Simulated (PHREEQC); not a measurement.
30 mol of Thenardite (Na2SO4) is brought to equilibrium with 1 kg of water, at 85 °C and several pressures. The system is closed to CO2. Only these solids could form: Thenardite.

Computed with PHREEQC (Pitzer model, pitzer.dat).

Predict dissolved Na (mol/kgw) at P (atm) = 1, 200, 500, 600, 1000.


| P (atm) | dissolved Na (mol/kgw) |
|---|---|
| 1 | 5.96 |
| 200 | 6.23 |
| 500 | 6.65 |
| 600 | 6.81 |
| 1000 | 7.59 |

Away from 25 °C the constants follow the database's enthalpies or fits; those with neither stay at their 25 °C values.
